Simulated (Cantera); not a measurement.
A closed system holds: 1 mol Si, 0.56 mol Br2, 3.4 mol N2, equilibrated at 1675 K and 7.40e-5 bar.

These are equilibrium values from Cantera (NASA tables, ideal gas, pure condensed phases), not measurements of a reactor. Candidate condensed phases: Br2, Si, Si3N4; 13 gas species. The tables' values for SiBr, SiN, SiBr3 are old estimates; treat these amounts as uncertain. Rates play no part.

Base state: N2 0.801, Br 0.118, SiBr2 0.0702, Si 0.00586, SiBr 0.00537, Si2N 5.36e-5, SiN 2.97e-5, Si2 2.28e-5 (mole fractions); condensed: Si(s).

Question: What changes in the equilibrium state with this change: N2 from 3.4 to 7.4 mol?

Answer: 
```json
[
 {"species": "N2", "before": "0.801", "after": "0.888"},
 {"species": "Br", "before": "0.118", "after": "0.0746"},
 {"species": "SiBr2", "before": "0.0702", "after": "0.0282"},
 {"species": "SiBr3", "before": "2.15e-5", "after": "5.47e-6"},
 {"species": "SiBr", "before": "0.00537", "after": "0.00340"},
 {"species": "Si2N", "before": "5.36e-5", "after": "5.65e-5"},
 {"species": "SiN", "before": "2.97e-5", "after": "3.13e-5"},
 {"species": "Si(s), mol", "before": "0.653", "after": "0.686"}
]
```
The tables' values for SiBr, SiN are old estimates; treat these amounts as uncertain.
